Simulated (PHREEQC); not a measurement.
PHREEQC input (ion-association model, wateq4f.dat):

```
SOLUTION_MASTER_SPECIES
  An  An-  0  An  62.0  # stands for a non-complexing anion
SOLUTION_SPECIES
  An- = An-
    -log_k 0
    -gamma 3.0 0
PHASES
  Fix_H+
    H+ = H+
    -log_k 0
SOLUTION 1
  temp 25
  units mmol/kgw
  pH 7 charge
  As(5) 6.1
  Na 22.2
  An 10
END
SELECTED_OUTPUT 1
  -reset false
  -pH true
  -pe true
  -ionic_strength true
  -water true
  -totals As Na As(3) As(5)
  -molalities Hfo_wOH Hfo_wOH2+ Hfo_wO- Hfo_sOH Hfo_sOH2+ Hfo_sO- Hfo_wH2AsO4 Hfo_wHAsO4- Hfo_wOHAsO4-3
USER_PUNCH 1
  -headings sigma psi
  10 PUNCH EDL("sigma", "Hfo"), EDL("psi", "Hfo")
PRINT
  -reset false
USE solution 1
SURFACE 1
  Hfo_wOH 0.00808989 600 3.6
  Hfo_sOH 0.000202247
EQUILIBRIUM_PHASES 1
  Fix_H+ -3 HAn 10
    -force_equality true
  O2(g) -0.68 10
END
# ... the last block is repeated for the other 12 points of pH, with NaOH or the acid as the point needs
```

Selected output (columns that matter, 13 of 13 rows; pH added in front):

```
pH	mu	As	Na	m_Hfo_wOH	m_Hfo_wOH2+	m_Hfo_wO-	m_Hfo_sOH	m_Hfo_sOH2+	m_Hfo_sO-	m_Hfo_wH2AsO4	m_Hfo_wHAsO4-	m_Hfo_wOHAsO4-3	sigma	psi
3	0.024175	3.5227e-07	0.022198	7.1555e-06	0.0019829	5.9154e-10	7.2714e-07	0.0002015	6.0112e-11	0.0056027	0.0004963	3.8026e-09	0.075419	0.10928
3.67	0.023009	5.7274e-07	0.022198	1.6432e-05	0.0019738	3.1337e-09	1.6696e-06	0.00020055	3.1841e-10	0.0050639	0.0010348	4.2195e-08	0.050907	0.091122
4.33	0.02257	1.4161e-06	0.022198	2.669e-05	0.0019644	8.3077e-09	2.7108e-06	0.00019951	8.4377e-10	0.0045727	0.0015251	1.6566e-07	0.028518	0.064665
5	0.022342	4.5437e-06	0.022198	3.5836e-05	0.0019584	1.5023e-08	3.634e-06	0.00019859	1.5234e-09	0.0042054	0.001889	3.7218e-07	0.01192	0.032679
5.67	0.022195	1.6581e-05	0.022198	4.4316e-05	0.0019619	2.2932e-08	4.4669e-06	0.00019776	2.3115e-09	0.0039126	0.0021695	6.513e-07	-0.00052566	-0.0015451
6.33	0.022068	6.3221e-05	0.022198	5.6511e-05	0.0019963	3.6647e-08	5.5668e-06	0.00019665	3.61e-09	0.0035607	0.0024742	1.1666e-06	-0.012723	-0.03479
7	0.022015	0.00025234	0.022198	9.0132e-05	0.0021518	8.6488e-08	8.1297e-06	0.00019409	7.8011e-09	0.0028814	0.0029626	3.0585e-06	-0.027968	-0.064357
7.67	0.022358	0.00077837	0.022198	0.00022814	0.0025395	4.6951e-07	1.6667e-05	0.00018553	3.4301e-08	0.0016547	0.003649	1.7329e-05	-0.043627	-0.084389
8.33	0.023079	0.0015739	0.022198	0.00073709	0.0028221	4.4103e-06	4.1829e-05	0.00016015	2.5028e-07	0.00059015	0.0037836	0.00015188	-0.056364	-0.096013
9	0.024195	0.0028452	0.022199	0.0020091	0.0027928	3.3112e-05	8.4037e-05	0.00011682	1.385e-06	0.00013539	0.0023909	0.00072814	-0.075959	-0.10962
9.67	0.025267	0.0041092	0.0222	0.003782	0.0021658	0.0001513	0.00012541	7.1816e-05	5.0171e-06	1.648e-05	0.00070646	0.0012678	-0.10849	-0.12647
10.33	0.027276	0.0046645	0.023435	0.0050094	0.0011412	0.00050375	0.00015225	3.4683e-05	1.531e-05	1.0788e-06	0.00011624	0.0013181	-0.1525	-0.14183
11	0.033326	0.0049072	0.027409	0.0050062	0.00038007	0.0015107	0.00014679	1.1144e-05	4.4295e-05	3.577e-08	1.1566e-05	0.0011807	-0.21076	-0.15323
```

Species that the database lacks are ignored. The oxide is taken as insoluble; below pH 4 it would dissolve.
